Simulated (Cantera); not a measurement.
A perfectly stirred reactor is fed with 38.7 % H2, 12.9 % O2, 48.4 % N2, at 16.0 bar; it is adiabatic with a 450 K inlet, and is followed from long to short residence time, starting on the burning branch (τ in s: 0.02, 0.011, 0.0062, 0.0034, 0.0019, 0.001, 0.00057, 0.00032, 0.00018, 9.7e-05).

Detailed kinetics in Cantera: the H2/O2 subset of GRI-Mech 3.0, which has no nitrogen chemistry. The hydrogen kinetics of GRI-Mech 3.0 are dated; newer H2 mechanisms differ, most at raised pressure. The pressure lies above the range GRI-Mech 3.0 was tuned for (to about 10 atm).

**Question.** Predict: blow-out, bracketed by the residence times tried; x(H2) at τ = 20.0 ms; x(O2) at τ = 20.0 ms; x(H) at τ = 20.0 ms; x(H2O2) at τ = 20.0 ms; x(H2O) at τ = 20.0 ms; x(H2) at τ = 1.00 ms; x(O2) at τ = 1.00 ms; x(H) at τ = 1.00 ms; x(H2O2) at τ = 1.00 ms; x(H2O) at τ = 1.00 ms.

**Answer.** 
```json
{
  "blow_out_bracketed_by_the_residence_times_tried": "burning at 97.0 µs, the shortest tried",
  "x(H2) at τ = 20.0 ms": "0.148",
  "x(O2) at τ = 20.0 ms": "1.59e-5",
  "x(H) at τ = 20.0 ms": "0.00149",
  "x(H2O2) at τ = 20.0 ms": "1.45e-8",
  "x(H2O) at τ = 20.0 ms": "0.295",
  "x(H2) at τ = 1.00 ms": "0.148",
  "x(O2) at τ = 1.00 ms": "0.000158",
  "x(H) at τ = 1.00 ms": "0.00271",
  "x(H2O2) at τ = 1.00 ms": "8.38e-8",
  "x(H2O) at τ = 1.00 ms": "0.294"
}
```
